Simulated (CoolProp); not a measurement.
Vapour-liquid equilibrium of hydrogen sulfide (1) + propane (2) at -27.75 °C; x and y are mole fractions of (1).

Values from CoolProp's multi-fluid Helmholtz-energy mixture model, Lemmon 2006 and Lemmon 2009; pair parameters Kunz 2012.

```csv
x,bubble pressure (kPa),y at the bubble point,dew pressure at overall composition x (kPa),liquid density (mol/L)
0.05,234.3,0.243,191.9,13.04
0.15,?,0.467,211.9,13.64
0.25,360.5,0.573,236.1,14.39
0.35,393.4,0.635,266.0,15.29
0.45,415.1,?,303.0,16.37
0.55,429.4,0.712,348.9,17.66
0.65,438.9,0.743,401.2,?
0.75,444.3,?,440.4,20.89
0.85,444.1,0.829,442.1,22.84
0.95,431.2,0.919,425.1,24.98
```

Complete the blanks.


- 0.15, bubble pressure (kPa): 310.3
- 0.45, y at the bubble point: 0.678
- 0.65, liquid density (mol/L): 19.16
- 0.75, y at the bubble point: 0.778

y crosses x between x = 0.75 and 0.85: the model has an azeotrope there.

Pair parameters are fitted to limited data, so mixtures are less certain than the pure fluids.
